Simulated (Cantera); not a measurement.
# Low-pressure radical oxidation in H2/O2

An isothermal, constant-pressure homogeneous reactor starts with H2 : O2 : H2O = 0.0059 : 1 : 0.095 (molar parts), equivalence ratio 0.0029, at 1250 K and 19.5 Torr.

Detailed kinetics in Cantera: the H2/O2 subset of GRI-Mech 3.0, which has no nitrogen chemistry. Radical loss at walls, strong at low pressure, is not modelled.

```
t (s)         x H2   x O2       x H      x OH    x HO2   x H2O    x H2O2
--------  --------  -----  --------  --------  -------  ------  --------
0.000100   0.00536  0.908  5.30e-10   2.12e-9  2.45e-9  0.0863    <1e-12
0.000460   0.00536  0.908   1.80e-9   1.85e-8  1.14e-8  0.0863  6.30e-12
0.00211    0.00536  0.908   1.72e-7   2.19e-6  7.59e-8  0.0863  1.29e-10
0.00972   0.000151  0.905  0.000247   0.00164  3.50e-6  0.0906   1.75e-7
0.0447     4.08e-5  0.907   3.51e-5  0.000857  1.57e-6  0.0914   1.02e-7
0.206      4.73e-6  0.908   1.42e-6  0.000295  2.93e-7  0.0917   3.21e-8
0.946      5.37e-7  0.908   5.56e-8  0.000100  4.64e-8  0.0918   7.24e-9
4.35       8.25e-8  0.908   3.41e-9   3.95e-5  1.97e-8  0.0919   1.59e-9
20.0       2.36e-8  0.908  5.25e-10   2.11e-5  2.52e-8  0.0919  5.71e-10
```
x: mole fraction; the columns are a selection and need not sum to one.

Equilibrium at this temperature and pressure: H2 2.08e-8, O2 0.908, H 4.35e-10, OH 1.98e-5, HO2 2.64e-8, H2O 0.0919, H2O2 5.20e-10 (gas phase only).
